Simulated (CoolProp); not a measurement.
Vapour-liquid equilibrium of CHF3 (R23) (1) + R22 (2) at 1180 kPa; x and y are mole fractions of (1).

Values from CoolProp's multi-fluid Helmholtz-energy mixture model, Penoncello 2003 and Kamei 1995; pair parameters Bell 2016.

Task: Give the bubble temperature and the first vapour's composition at x = 0.15, 0.25, 0.45. Is there an azeotrope?

Result: x = 0.15: 286.9 K, y = 0.398; x = 0.25: 278.7 K, y = 0.564; x = 0.45: 266.7 K, y = 0.762. No azeotrope shows between x = 0.05 and 0.95.

The pair parameters rest on a limited set of measurements; away from them the model extrapolates. The gap from Raoult's law changes sign with composition, which may be real or a fault of the pair parameters; it wasn't checked against measurements.
